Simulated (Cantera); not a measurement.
Input: 1 mol TiCl₄, a varied amount of H₂, equilibrated at 0.390 bar.

Method: chemical equilibrium by Gibbs-energy minimisation in Cantera with the NASA 1993 tables (ideal gas, pure condensed phases). Candidate condensed phases: Ti, TiCl₂, TiCl₃, TiCl₄; 10 gas species. The tables' values for TiCl₂ are old estimates. Equilibrium is a limit: real reactors are often held back by kinetics, nucleation or transport.

Problem. What condenses at these points (T in K, n(H₂) in mol): (2073, 280); (1973, 69); (1573, 49); (1873, 49); (2073, 12)?

Solution. 
```tsv
T (K)	n(H₂) in mol	condensed phases	Ti condensed (%)
2073	280	Ti	12.9
1973	69	gas only	0.0
1573	49	gas only	0.0
1873	49	gas only	0.0
2073	12	gas only	0.0
```
